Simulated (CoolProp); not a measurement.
Vapour-liquid equilibrium of R143a (1) + R236FA (2) at 9.85 °C; x and y are mole fractions of (1).

The numbers come from the multi-fluid Helmholtz-energy mixture model, Lemmon and Jacobsen 2000 and Pan 2012; pair parameters Bell 2016 in CoolProp.

```tsv
x	bubble pressure (bar)	y at the bubble point	dew pressure at overall composition x (bar)	liquid density (mol/L)
0.05	1.855	0.177	1.655	9.391
0.2	2.704	0.508	1.896	9.749
0.35	3.624	0.692	2.219	10.12
0.5	4.610	0.807	2.674	10.50
0.65	5.658	0.886	3.365	10.89
0.8	6.763	0.943	4.535	11.28
0.95	7.925	0.987	6.918	11.66
```

No azeotrope shows between x = 0.05 and 0.95.

The pair parameters rest on a limited set of measurements; away from them the model extrapolates.
